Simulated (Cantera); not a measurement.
What does this Cantera script print?

```python
import numpy as np
import cantera as ct

gas = ct.Solution("gri30.yaml")
gas.TPX = 575, 100000, {'CH4': 1, 'C2H6': 1.2, 'C3H8': 0.27, 'O2': 6.29, 'N2': 23.7}
flame = ct.FreeFlame(gas, width=0.04)
flame.set_refine_criteria(ratio=3, slope=0.08, curve=0.16)
flame.transport_model = "mixture-averaged"
flame.solve(loglevel=0, auto=True)
z, T = flame.grid, flame.T
thick = (T[-1] - T[0]) / np.gradient(T, z).max()
show = ['CH4', 'C2H6', 'C3H8', 'NO', 'HCO', 'O2']
print(f"laminar burning velocity  {flame.velocity[0] * 100:.3f} cm/s")
print(f"burnt temperature         {T[-1]:.1f} K")
print(f"thermal thickness         {thick * 1e3:.4f} mm")
print(f"grid points               {len(z)}")
z0 = z[flame.heat_release_rate.argmax()]
print(f"{'z/mm':>9s}{'T/K':>9s}{'u/(m/s)':>9s}" + "".join(f"{s:>11s}" for s in show))
rows = []
for k in (-3, -2, -1.5, -1, -0.5, -0.25, 0, 0.25, 0.5, 1, 2, 4, 8):
    zz = z0 + k * thick
    rows.append([k * thick, np.interp(zz, z, T), np.interp(zz, z, flame.velocity),
                 *(np.interp(zz, z, flame.X[gas.species_index(s)]) for s in show)])
    print(f"{rows[-1][0] * 1e3:9.3f}{rows[-1][1]:9.1f}{rows[-1][2]:9.3f}" + "".join(f"{x:11.3e}" for x in rows[-1][3:]))
```

Output:

```
laminar burning velocity  124.492 cm/s
burnt temperature         2345.8 K
thermal thickness         0.2993 mm
grid points               145
     z/mm      T/K  u/(m/s)        CH4       C2H6       C3H8         NO        HCO         O2
   -0.898    575.1    1.247  3.075e-02  3.691e-02  8.306e-03  4.123e-10  1.467e-18  1.935e-01
   -0.599    577.4    1.256  3.060e-02  3.679e-02  8.281e-03  7.587e-09  4.835e-15  1.927e-01
   -0.449    584.7    1.277  3.035e-02  3.660e-02  8.249e-03  3.291e-08  3.428e-13  1.914e-01
   -0.299    646.1    1.425  2.914e-02  3.553e-02  8.096e-03  3.220e-07  7.330e-10  1.850e-01
   -0.150   1049.5    2.384  2.288e-02  2.518e-02  5.929e-03  3.934e-06  1.321e-06  1.470e-01
   -0.075   1466.8    3.418  1.538e-02  1.030e-02  2.014e-03  9.610e-06  3.151e-05  1.027e-01
    0.000   1846.5    4.383  5.447e-03  6.739e-04  5.106e-05  1.985e-05  9.025e-05  5.443e-02
    0.075   2023.5    4.817  7.333e-04  3.780e-06  4.076e-08  3.510e-05  3.793e-05  2.534e-02
    0.150   2072.6    4.921  5.360e-05  6.978e-09  4.328e-12  4.787e-05  4.847e-06  1.370e-02
    0.299   2106.3    4.974  2.503e-07  1.638e-13  5.828e-19  5.915e-05  1.757e-07  7.857e-03
    0.599   2144.8    5.044  6.172e-11  2.609e-19  1.266e-26  6.661e-05  1.219e-07  5.958e-03
    1.197   2193.1    5.141  7.776e-15  9.095e-25  4.607e-35  7.582e-05  9.380e-08  4.604e-03
    2.394   2248.1    5.251  6.026e-15  7.425e-28  8.838e-40  9.029e-05  6.525e-08  3.113e-03
```

Detailed kinetics in Cantera: GRI-Mech 3.0 (53 species, 325 reactions). Burning velocities carry a grid error of a few per cent, more on coarse grids.
